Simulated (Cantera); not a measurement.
# Pyrogenic steam for wet oxidation

An isothermal, constant-pressure homogeneous reactor starts with 9.31 % H2, 11.9 % O2, 78.8 % N2, at 1225 K and 0.148 atm.

Detailed kinetics in Cantera: GRI-Mech 3.0 (53 species, 325 reactions). The temperature is held fixed by assumption; the heat of reaction is taken as removed at once.

| t (s) | x H2 | x O2 | x H | x N2O | x O | x NO | x HO2 |
|---|---|---|---|---|---|---|---|
| 0.000600 | 0.00813 | 0.0779 | 0.0328 | 1.56e-8 | 0.0141 | 2.09e-6 | 7.62e-6 |
| 0.00270 | 0.00167 | 0.0759 | 0.00235 | 3.81e-8 | 0.00228 | 7.14e-6 | 7.14e-6 |
| 0.0121 | 6.21e-5 | 0.0763 | 1.49e-5 | 6.33e-8 | 7.97e-5 | 7.24e-6 | 1.67e-6 |
| 0.0545 | 3.60e-6 | 0.0763 | 2.41e-7 | 7.10e-8 | 5.13e-6 | 7.23e-6 | 1.56e-7 |
| 0.245 | 4.49e-7 | 0.0763 | 1.18e-8 | 7.30e-8 | 6.91e-7 | 7.24e-6 | 2.30e-8 |
| 1.10 | 8.21e-8 | 0.0763 | 9.69e-10 | 6.87e-8 | 1.31e-7 | 7.25e-6 | 6.28e-9 |
| 4.95 | 2.41e-8 | 0.0763 | 1.57e-10 | 4.70e-8 | 3.80e-8 | 7.24e-6 | 4.92e-9 |
| 22.2 | 1.94e-8 | 0.0763 | 1.13e-10 | 1.03e-8 | 3.03e-8 | 7.24e-6 | 5.07e-9 |
| 100 | 1.94e-8 | 0.0763 | 1.13e-10 | 4.00e-9 | 3.02e-8 | 7.24e-6 | 5.07e-9 |
x: mole fraction; the columns are a selection and need not sum to one.

Equilibrium at this temperature and pressure: H2 1.94e-8, O2 0.0763, H 1.13e-10, N2O 4.00e-9, O 3.02e-8, NO 0.000146, HO2 5.07e-9 (gas phase only).
